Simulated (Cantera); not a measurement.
Cantera run:

```python
import numpy as np
import cantera as ct

gas_names = [...]  # 113 gases of nasa_gas.yaml made of C, Cu, H, O
cond_names = """
    C(gr) C6H6(L) C7H8(L) C8H18(L),n-octa Cu(cr) Cu(L) CuO(s) CuO2H2(s) Cu2O(s) Cu2O(L) H2O(s) H2O(L)
""".split()


# ... load() reads the species with a 1 bar reference pressure and builds the phases ...
atoms = {
    'Cu2O': {'Cu': 2, 'O': 1},
    'CH4': {'C': 1, 'H': 4},
    'H2': {'H': 2},
}
top_T = {'C(gr)': 4500, 'CuO(s)': 1390}  # K; cautious upper limits of use, not melting points


# ... equilibrate(T, P, feed) seeds the gas with the atoms and calls Mixture.equilibrate('TP', solver="vcs", rtol=1e-11, max_steps=5000) ...
results = []
feed = {'Cu2O': 1, 'CH4': 0.55, 'H2': 15}  # mol
P = 27  # Pa
for T in [1525, 1575, 1625, 1675, 1725, 1775, 1825, 1875, 1925]:
    mix = equilibrate(T, P, feed)
    results.append((T, P, feed, dict(zip(mix.species_names, mix.species_moles))))
    x = sorted(zip(gas.X, gas.species_names), reverse=True)
    print(f"T = {T:g} K  P = {P:g} Pa  gas = {mix.phase_moles(0):.4g} mol")
    print("   x: " + "  ".join(f"{s} {v:.3e}" for v, s in x if v > 0.001))
    print("   condensed (mol): " + ("  ".join(f"{mix.phase(i).name} {mix.phase_moles(i):.4g}"
          for i in range(1, mix.n_phases) if mix.phase_moles(i) > 1e-12) or "none"))
```

It prints:

```
T = 1525 K  P = 27 Pa  gas = 17.47 mol
   x: H2 8.956e-01  Cu 4.608e-02  CO 3.116e-02  H2O 2.543e-02  H 1.362e-03
   condensed (mol): Cu(L) 1.194
T = 1575 K  P = 27 Pa  gas = 18.55 mol
   x: H2 8.428e-01  Cu 1.012e-01  CO 2.936e-02  H2O 2.397e-02  H 2.322e-03
   condensed (mol): Cu(L) 0.1195
T = 1625 K  P = 27 Pa  gas = 18.69 mol
   x: H2 8.358e-01  Cu 1.069e-01  CO 2.917e-02  H2O 2.381e-02  H 3.925e-03
   condensed (mol): none
T = 1675 K  P = 27 Pa  gas = 18.71 mol
   x: H2 8.335e-01  Cu 1.068e-01  CO 2.915e-02  H2O 2.379e-02  H 6.451e-03
   condensed (mol): none
T = 1725 K  P = 27 Pa  gas = 18.75 mol
   x: H2 8.299e-01  Cu 1.066e-01  CO 2.910e-02  H2O 2.375e-02  H 1.030e-02
   condensed (mol): none
T = 1775 K  P = 27 Pa  gas = 18.8 mol
   x: H2 8.247e-01  Cu 1.064e-01  CO 2.903e-02  H2O 2.368e-02  H 1.600e-02
   condensed (mol): none
T = 1825 K  P = 27 Pa  gas = 18.88 mol
   x: H2 8.171e-01  Cu 1.059e-01  CO 2.892e-02  H 2.423e-02  H2O 2.357e-02
   condensed (mol): none
T = 1875 K  P = 27 Pa  gas = 18.99 mol
   x: H2 8.064e-01  Cu 1.053e-01  H 3.582e-02  CO 2.876e-02  H2O 2.341e-02
   condensed (mol): none
T = 1925 K  P = 27 Pa  gas = 19.15 mol
   x: H2 7.917e-01  Cu 1.044e-01  H 5.177e-02  CO 2.853e-02  H2O 2.317e-02
   condensed (mol): none
```

These are equilibrium values from Cantera (NASA tables, ideal gas, pure condensed phases), not measurements of a reactor.
